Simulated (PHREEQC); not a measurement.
A solution holds 1.1 mmol/kgw Cu(BF4)2, 0.058 mmol/kgw HCl and 0.86 mmol/kgw NaCl, at 25 °C. Closed to the air; pH follows from the charge balance.

Equilibrium calculation in PHREEQC: ion-association model, phreeqc.dat.

Each row changes one thing in this solution. No solid was allowed to form.

```
case                                       pH  ionic strength (mol/kgw)  HF (mol/kgw)  F- (mol/kgw)  BF4- (mol/kgw)  H3BO3 (mol/kgw)  SI of Halite (NaCl)
---------------------------------------  ----  ------------------------  ------------  ------------  --------------  ---------------  -------------------
as made                                  3.05                   0.00507       0.00221       0.00178         0.00101         0.000919                -7.74
HCl left out                                …                   0.00504       0.00220       0.00181         0.00100         0.000922                    …
diluted 5-fold with water                   …                   0.00138      0.000731      0.000955         8.83e-6         0.000418                -9.11
Cu(BF4)2 from 0.0011 to 0.00165 mol/kgw  3.01                   0.00677       0.00257       0.00194         0.00188          0.00101                -7.75
NaCl from 0.00086 to 0.00129 mol/kgw     3.05                   0.00550       0.00221       0.00178         0.00101         0.000919                -7.40
```

Task: Fill in the missing entries.

Result: 
- HCl left out, pH: 3.06
- HCl left out, SI of Halite (NaCl): -7.77
- diluted 5-fold with water, pH: 3.27

Real BF4- forms and hydrolyses slowly; the run takes it at equilibrium.
